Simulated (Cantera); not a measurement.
A perfectly stirred reactor is fed with NO : N2 = 1 : 12 (molar parts), at 638 Torr; it is held at 1800 K, and followed from long to short residence time.

Detailed kinetics in Cantera: GRI-Mech 3.0 (53 species, 325 reactions).

```json
[
 {"quantity": "x(NO) at τ = 3.30 s", "before": "0.0689", "after": "0.0761"},
 {"quantity": "x(O2) at τ = 3.30 s", "before": "0.00397", "after": "0.000410"},
 {"quantity": "x(O) at τ = 3.30 s", "before": "9.29e-6", "after": "1.88e-5"},
 {"quantity": "x(NO2) at τ = 3.30 s", "before": "2.39e-5", "after": "3.49e-6"},
 {"quantity": "x(N2O) at τ = 3.30 s", "before": "2.03e-6", "after": "2.30e-6"},
 {"quantity": "x(NO) at τ = 15.0 ms", "before": "0.0769", "after": "0.0769"},
 {"quantity": "x(O2) at τ = 15.0 ms", "before": "1.19e-5", "after": "6.34e-8"},
 {"quantity": "x(O) at τ = 15.0 ms", "before": "3.26e-6", "after": "1.47e-6"},
 {"quantity": "x(NO2) at τ = 15.0 ms", "before": "8.96e-6", "after": "2.22e-7"},
 {"quantity": "x(N2O) at τ = 15.0 ms", "before": "2.20e-6", "after": "8.35e-7"}
]
```

What was changed between the two runs?
A) NO 1 to 2.1 parts
B) pressure from 638 Torr to 46.5 Torr
C) temperature 1800 to 2175 K
D) N2 12 to 17 parts

B, pressure from 638 Torr to 46.5 Torr
